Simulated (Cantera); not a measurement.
## Thermodynamics of chemical vapour transport, feed Fe2O3 + Cl2 + O2

Charge: 1 mol Fe2O3, 0.053 mol Cl2, 0.034 mol O2, equilibrated at 1027 °C and 43000 Pa.

Method: chemical equilibrium by Gibbs-energy minimisation in Cantera with the NASA 1993 tables (ideal gas, pure condensed phases). Candidate condensed phases: Fe, FeCl2, FeCl3, FeO, Fe2O3, Fe3O4; 13 gas species. Rates play no part.

```
Property                                   Value
-----------------------------------  -----------
x(O2)                                      0.465
x(Cl2)                                     0.401
x(FeCl3)                                   0.103
x(FeCl2)                                  0.0189
x(Cl)                                     0.0120
x(Fe2Cl6)                               0.000219
x(ClO)                                  0.000176
x(Fe2Cl4)                                3.40e-5
n(Fe2O3(s))                            0.994 mol
gas amount                           0.09118 mol
log10 activity of FeCl2(l) (absent)        -2.03
log10 activity of Fe(γ) (absent)           -9.27
```
